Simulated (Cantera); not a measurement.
Counterflow diffusion flame

A counterflow diffusion flame at 1.09 atm, nozzles 20 mm apart: fuel side C3H8 = 1 (molar parts) at 550 K, oxidiser side O2 : N2 = 0.17 : 0.83 (molar parts) at 648 K, fuel mass flux 1.3 times the oxidiser's; mixture-averaged transport, no radiation.

Computed with Cantera and GRI-Mech 3.0 (53 species, 325 reactions). GRI-Mech 3.0 was tuned for natural gas; its chemistry of propane as a main component is partial and can be far from experiment. GRI-Mech 3.0 has no aromatics or soot, which form on the fuel side of real flames. The maximum strain rate includes the flame's own expansion and is several times the mean.

```tsv
oxidiser flux (kg/m²/s)	max strain (1/s)	mean strain (1/s)	T max (K)	peak x OH	peak x H	peak x NO	peak x CO	peak x C2H2
0.28	222	41.1	1989	0.00547	0.00356	0.000214	0.0509	0.0359
0.35	273	51.3	1975	0.00545	0.00371	0.000204	0.0510	0.0345
0.44	338	64.5	1962	0.00543	0.00388	0.000192	0.0512	0.0331
0.55	416	80.6	1950	0.00541	0.00404	0.000180	0.0516	0.0318
0.69	514	101	1938	0.00536	0.00419	0.000167	0.0520	0.0304
0.87	636	128	1923	0.00528	0.00433	0.000151	0.0524	0.0289
1.1	791	161	1908	0.00517	0.00445	0.000135	0.0531	0.0272
1.4	987	205	1889	0.00501	0.00453	0.000116	0.0540	0.0253
1.7	1180	249	1872	0.00484	0.00456	0.000100	0.0548	0.0235
```
x: mole fraction; the columns are a selection and need not sum to one.
